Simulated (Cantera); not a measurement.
**Counterflow diffusion flame**

A counterflow diffusion flame at 0.434 atm, nozzles 20 mm apart: fuel side 100 % CH4 at 500 K, oxidiser side 19.0 % O2, 81.0 % N2 at 675 K, fuel mass flux 0.77 times the oxidiser's; mixture-averaged transport, no radiation.

Computed with Cantera and GRI-Mech 3.0 (53 species, 325 reactions). GRI-Mech 3.0 has no aromatics or soot, which form on the fuel side of real flames. The maximum strain rate includes the flame's own expansion and is several times the mean. A flux with no burning solution from the previous one only brackets extinction.

| oxidiser flux (kg/m²/s) | max strain (1/s) | mean strain (1/s) | T max (K) | peak x OH | peak x H | peak x NO | peak x CO | peak x C2H2 |
|---|---|---|---|---|---|---|---|---|
| 0.11 | 193 | 49.3 | 2043 | 0.00806 | 0.00649 | 0.000220 | 0.0548 | 0.0130 |
| 0.15 | 256 | 67.3 | 2026 | 0.00783 | 0.00664 | 0.000193 | 0.0542 | 0.0123 |
| 0.2 | 334 | 89.7 | 2013 | 0.00765 | 0.00678 | 0.000168 | 0.0540 | 0.0117 |
| 0.27 | 442 | 121 | 2000 | 0.00747 | 0.00692 | 0.000143 | 0.0541 | 0.0110 |
| 0.37 | 592 | 166 | 1981 | 0.00713 | 0.00692 | 0.000113 | 0.0543 | 0.00998 |
| 0.5 | 784 | 224 | 1957 | 0.00668 | 0.00678 | 8.42e-5 | 0.0547 | 0.00872 |
| 0.67 | 1030 | 300 | 1924 | 0.00606 | 0.00638 | 5.62e-5 | 0.0552 | 0.00711 |
| 0.91 | 1370 | 408 | 1873 | 0.00507 | 0.00547 | 2.83e-5 | 0.0555 | 0.00483 |
x: mole fraction; the columns are a selection and need not sum to one.

At the next flux tried, 1.2 kg/m²/s, no burning solution was found from the previous one.
